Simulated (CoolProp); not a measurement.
Vapour-liquid equilibrium of dimethyl ether (1) + R236FA (2) at 0.0555 MPa; x and y are mole fractions of (1).

Computed with CoolProp (multi-fluid Helmholtz-energy mixture model, Wu 2011 and Pan 2012; pair parameters Bell 2016).

```tsv
x	bubble temperature (°C)	y at the bubble point	dew temperature at overall composition x (°C)	liquid density (mol/L)
0.05	-15.3	0.062	-15.3	10.01
0.125	-15.9	0.163	-15.6	10.36
0.2	-16.7	0.274	-16.1	10.73
0.275	-17.8	0.391	-16.7	11.13
0.35	-19.2	0.509	-17.3	11.55
0.425	-21.0	0.622	-18.1	(withheld)
0.5	-23.1	0.724	-19.1	(withheld)
0.575	-25.4	0.809	-20.2	12.98
0.65	-27.9	0.876	-21.5	13.51
0.725	(withheld)	0.925	-23.1	14.07
0.8	-32.8	0.959	-25.2	14.66
0.875	-34.9	0.981	-27.9	15.27
0.95	-36.8	0.994	-32.1	15.90
```

Question: What belongs in the gaps?

Answer: 
- 0.425, liquid density (mol/L): 12.00
- 0.5, liquid density (mol/L): 12.47
- 0.725, bubble temperature (°C): -30.4

No azeotrope shows between x = 0.05 and 0.95.

Pair parameters are fitted to limited data, so mixtures are less certain than the pure fluids.
